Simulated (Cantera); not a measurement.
Charge: 1 mol Pb, 1 mol CO, 0.56 mol N2.

Method: chemical equilibrium by Gibbs-energy minimisation in Cantera with the NASA 1993 tables (ideal gas, pure condensed phases). Candidate condensed phases: C, Pb, PbO, PbO2, Pb3O4; 27 gas species. Rates play no part.

Stable condensed phases, one row left out:

```
T in K \ P in Pa
              10      32     100     320    1000    3200   10000   32000  100000  320000 1000000
   1550        A       A       A       A       A       A       A       B       C       C       C
   1400        A       A       A       A       A       B       C       C       C       C       C
   1325        A       A       A       A       B       B       C       C       C       C       C
   1250        A       A       A       A       B       C       C       C       C       C       C
   1175        A       A       A       B       C       C       C       C       C       C       C
   1100        A       B       B       C       C       C       C       C       C       C       C
   1025        B       B       C       C       C       C       C       C       C       C       C
    950        C       C       C       C       C       C       C       C       C       C       C
    875        C       C       C       C       C       C       C       C       C       C       C
    800        C       C       C       C       C       C       C       C       C       C       C
    725        C       C       C       C       C       C       C       C       C       C       C
```

A: gas only; B: Pb; C: C + Pb.

### Question
Give the row for 1475 K.

### Answer
10: gas only; 32: gas only; 100: gas only; 320: gas only; 1000: gas only; 3200: gas only; 10000: Pb; 32000: C + Pb; 100000: C + Pb; 320000: C + Pb; 1000000: C + Pb.
